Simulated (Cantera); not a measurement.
Input: 1 mol CuO, 0.38 mol H₂, 0.04 mol H₂O, equilibrated at 100000 Pa.

Cantera equilibrium calculation (NASA polynomials, part measured and part estimated; ideal gas, pure solids and liquids). Candidate condensed phases: Cu, CuO, Cu(OH)₂, Cu₂O, H₂O; 12 gas species. The numbers say what is thermodynamically allowed, not how fast it happens. All values below are at 1602 °C.

Base state: H₂O 0.872, O₂ 0.124, OH 0.00276, Cu 0.000576, H₂ 0.000261, O 8.48e-5, CuO 2.47e-5, H 1.06e-5 (mole fractions); condensed: Cu₂O(l).

Problem. What changes in the equilibrium state with this change: H₂ from 0.38 to 2100 mol?

Solution. 
```json
[
 {"species": "H₂", "before": "0.000261", "after": "0.998"},
 {"species": "H", "before": "1.06e-5", "after": "0.000655"},
 {"species": "H₂O", "before": "0.872", "after": "0.000495"},
 {"species": "O₂", "before": "0.124", "after": "<1e-9"},
 {"species": "Cu", "before": "0.000576", "after": "0.000475"},
 {"species": "OH", "before": "0.00276", "after": "2.53e-8"},
 {"species": "O", "before": "8.48e-5", "after": "<1e-9"},
 {"species": "CuO", "before": "2.47e-5", "after": "<1e-9"},
 {"species": "Cu₂O(l), mol", "before": "0.500", "after": "0"}
]
```
